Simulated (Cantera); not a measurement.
Charge: 1 mol Zr, 4.6 mol NH3.

Cantera equilibrium calculation (NASA polynomials, part measured and part estimated; ideal gas, pure solids and liquids). Candidate condensed phases: Zr, ZrN; 11 gas species. ZrN: taken at fixed stoichiometry. Equilibrium is a limit: real reactors are often held back by kinetics, nucleation or transport.

What condenses at these points (T in K, P in Pa): (2275, 0.10); (2500, 1000000); (1975, 320); (2275, 18000); (2125, 130000)?


```tsv
T (K)	P in Pa	condensed phases	Zr condensed (%)
2275	0.10	gas only	0.0
2500	1000000	ZrN	100.0
1975	320	ZrN	100.0
2275	18000	ZrN	100.0
2125	130000	ZrN	100.0
```
